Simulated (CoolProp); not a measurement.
Saturated liquid density (kg/m³) of nitrogen: the reference equation beside estimates from Tc = -147.0 °C, pc = 3.396 MPa, ω = 0.037. Rackett uses Z = 0.29056 − 0.08775 ω.

Model: reference Helmholtz-energy equation of state, Span 2000, in CoolProp.

```csv
T (°C),reference,Rackett,van der Waals,Redlich-Kwong,Soave-Redlich-Kwong
-201.25,830.3,841.0,570.1,842.0,833.9
-196.85,810.9,821.6,557.1,819.6,812.7
-192.45,790.7,801.3,543.4,795.8,790.1
-188.05,769.6,780.2,528.8,770.2,765.7
-183.65,747.6,758.1,513.3,742.8,739.4
-179.25,724.3,734.6,496.7,713.2,711.0
-174.85,699.5,709.6,478.8,681.1,679.9
-170.45,672.6,682.6,459.3,646.0,645.8
-166.05,643.0,653.0,437.8,607.1,607.8
-161.65,609.5,619.6,413.4,563.4,564.7
-157.25,570.0,580.5,385.0,512.7,514.5
```

Absolute difference from the reference over all 11 rows, mean and median: Rackett 1.5 and 1.4 %, van der Waals 31.6 and 31.4 %, Redlich-Kwong 3.2 and 1.5 %, Soave-Redlich-Kwong 3.0 and 1.8 %.
